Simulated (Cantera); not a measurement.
A perfectly stirred reactor is fed with H2 : O2 = 0.019 : 1 (molar parts), at 0.0267 bar; it is held at 1423 K, and followed from long to short residence time.

Detailed kinetics in Cantera: GRI-Mech 3.0 (53 species, 325 reactions). Radical loss at walls, strong at low pressure, is not modelled.

Problem. Predict: x(H2) at τ = 3.70 s; x(O2) at τ = 3.70 s; x(HO2) at τ = 3.70 s; x(H2O2) at τ = 3.70 s; x(H2O) at τ = 3.70 s; x(H2) at τ = 43.0 ms; x(O2) at τ = 43.0 ms; x(HO2) at τ = 43.0 ms; x(H2O2) at τ = 43.0 ms; x(H2O) at τ = 43.0 ms.

Solution. 
| Property | Value |
|---|---|
| x(H2) at τ = 3.70 s | 1.46e-5 |
| x(O2) at τ = 3.70 s | 0.980 |
| x(HO2) at τ = 3.70 s | 2.77e-7 |
| x(H2O2) at τ = 3.70 s | 1.02e-8 |
| x(H2O) at τ = 3.70 s | 0.0185 |
| x(H2) at τ = 43.0 ms | 0.000178 |
| x(O2) at τ = 43.0 ms | 0.970 |
| x(HO2) at τ = 43.0 ms | 1.15e-6 |
| x(H2O2) at τ = 43.0 ms | 3.11e-8 |
| x(H2O) at τ = 43.0 ms | 0.0172 |
